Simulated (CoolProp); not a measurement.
Saturated liquid density (kg/m³) of CHF3 (R23): the reference equation beside estimates from Tc = 26.1 °C, pc = 4.832 MPa, ω = 0.263. Rackett uses Z = 0.29056 − 0.08775 ω.

Values from CoolProp's reference Helmholtz-energy equation of state, Penoncello 2003.

```csv
T (°C),reference,Rackett,Redlich-Kwong,Soave-Redlich-Kwong
-99.55,1511,1422,1253,1290
-90.35,1477,1391,1223,1263
-81.15,1442,1359,1191,1234
-71.95,1407,1326,1157,1203
-62.75,1370,1291,1121,1169
-53.65,1331,1255,1083,1132
-44.45,1290,1216,1042,1092
-35.25,1247,1176,997.8,1048
-26.05,1200,1132,949.6,999.6
-16.95,1149,1085,897.2,945.7
-7.75,1091,1031,838.3,883.9
```

Absolute difference from the reference over all 11 rows, mean and median: Rackett 5.7 and 5.7 %, Redlich-Kwong 19.2 and 18.6 %, Soave-Redlich-Kwong 15.7 and 15.0 %.
